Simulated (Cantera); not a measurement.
Feed: 1 mol Fe3O4, 110 mol H2, held at 1 atm.

Method: chemical equilibrium by Gibbs-energy minimisation in Cantera with the NASA 1993 tables (ideal gas, pure condensed phases). Candidate condensed phases: Fe, FeO, Fe(OH)2, Fe(OH)3, Fe2O3, Fe3O4, H2O; 12 gas species. Equilibrium is a limit: real reactors are often held back by kinetics, nucleation or transport.

**Question.** Which condensed phases are stable at each of these points (T (°C)): 1025, 1075, 1125, 1175, 1225, 1275, 1325, 1375, 1425, 1475, 1525, 1575, 1625?

**Answer.** 
| T (°C) | condensed phases | Fe condensed (%) |
|---|---|---|
| 1025 | Fe(γ) | 100.0 |
| 1075 | Fe(γ) | 100.0 |
| 1125 | Fe(γ) | 100.0 |
| 1175 | Fe(γ) | 100.0 |
| 1225 | Fe(γ) | 100.0 |
| 1275 | Fe(γ) | 100.0 |
| 1325 | Fe(γ) | 100.0 |
| 1375 | Fe(γ) | 100.0 |
| 1425 | Fe(δ) | 100.0 |
| 1475 | Fe(δ) | 100.0 |
| 1525 | Fe(δ) | 99.9 |
| 1575 | Fe(l) | 99.8 |
| 1625 | Fe(l) | 99.6 |

From 1025 °C to 1375 °C the condensed part is Fe(γ). From 1425 °C to 1525 °C the condensed part is Fe(δ). From 1575 °C to 1625 °C the condensed part is Fe(l).
